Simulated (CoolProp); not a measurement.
Vapour-liquid equilibrium of propane (1) + R245fa (2) at 324.9 K; x and y are mole fractions of (1).

Values from CoolProp's multi-fluid Helmholtz-energy mixture model, Lemmon 2009 and Akasaka 2015; pair parameters Bell 2016.

```tsv
x	bubble pressure, mixture model (kPa)	bubble pressure, Raoult's law (kPa)	y, mixture model	y, Raoult's law
0.05	574.2	433.8	0.364	0.205
0.2	…	646.3	0.657	0.551
0.35	1301	858.8	0.738	0.725
0.5	…	1071	0.781	0.831
0.65	1569	1284	0.819	0.901
0.8	1677	1496	…	0.951
0.95	1764	1709	…	0.989
```

**Question.** Fill in the missing entries.

**Answer.** 
- 0.2, bubble pressure, mixture model (kPa): 1039
- 0.5, bubble pressure, mixture model (kPa): 1453
- 0.8, y, mixture model: 0.872
- 0.95, y, mixture model: 0.958

The largest gap from Raoult's law is +60.8 % in bubble pressure, at x = 0.2. No azeotrope shows between x = 0.05 and 0.95.

Pair parameters are fitted to limited data, so mixtures are less certain than the pure fluids. With so large a gap from Raoult's law the liquid may split in two, which this calculation doesn't test in full.
